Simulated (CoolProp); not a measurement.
Isobutane along the isotherm 448.1 K: Z from the reference equation and from simpler models built on Tc = 407.8 K, pc = 36.29 bar, ω = 0.184; each cubic takes its own stable root.

The numbers come from the reference Helmholtz-energy equation of state, Bücker 2006 in CoolProp.

```json
[
 {"p (bar)": "1.81", "phase": "gas", "reference": "0.9875", "Pitzer virial": "0.9875", "Redlich-Kwong": "0.9870", "Peng-Robinson": "0.9857"},
 {"p (bar)": "3.63", "phase": "gas", "reference": "0.9748", "Pitzer virial": "0.9749", "Redlich-Kwong": "0.9737", "Peng-Robinson": "0.9713"},
 {"p (bar)": "5.44", "phase": "gas", "reference": "0.9619", "Pitzer virial": "0.9624", "Redlich-Kwong": "0.9604", "Peng-Robinson": "0.9567"},
 {"p (bar)": "7.26", "phase": "gas", "reference": "0.9488", "Pitzer virial": "0.9498", "Redlich-Kwong": "0.9467", "Peng-Robinson": "0.9420"},
 {"p (bar)": "9.07", "phase": "gas", "reference": "0.9355", "Pitzer virial": "0.9373", "Redlich-Kwong": "0.9330", "Peng-Robinson": "0.9271"},
 {"p (bar)": "10.9", "phase": "gas", "reference": "0.9218", "Pitzer virial": "0.9246", "Redlich-Kwong": "0.9188", "Peng-Robinson": "0.9120"},
 {"p (bar)": "12.7", "phase": "gas", "reference": "0.9082", "Pitzer virial": "0.9122", "Redlich-Kwong": "0.9047", "Peng-Robinson": "0.8969"},
 {"p (bar)": "14.5", "phase": "gas", "reference": "0.8943", "Pitzer virial": "0.8998", "Redlich-Kwong": "0.8903", "Peng-Robinson": "0.8817"},
 {"p (bar)": "16.3", "phase": "gas", "reference": "0.8801", "Pitzer virial": "0.8873", "Redlich-Kwong": "0.8756", "Peng-Robinson": "0.8662"},
 {"p (bar)": "18.1", "phase": "gas", "reference": "0.8657", "Pitzer virial": "0.8749", "Redlich-Kwong": "0.8607", "Peng-Robinson": "0.8506"}
]
```
